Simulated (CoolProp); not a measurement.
Computed with CoolProp (reference Helmholtz-energy equation of state, McLinden 2015).

### Question
Give the vapour pressure (MPa), liquid density (kg/m³), vapour density (kg/m³), enthalpy of vaporisation (kJ/kg) of saturated the fluoroketone C6F12O (FK-5-1-12) at -5.85, 58.65 °C.

### Answer
```tsv
T (°C)	p (MPa)	liquid density (kg/m³)	vapour density (kg/m³)	enthalpy of vaporisation (kJ/kg)
-5.85	0.00909	1690	1.31	103
58.65	0.140	1500	17.4	85.0
```
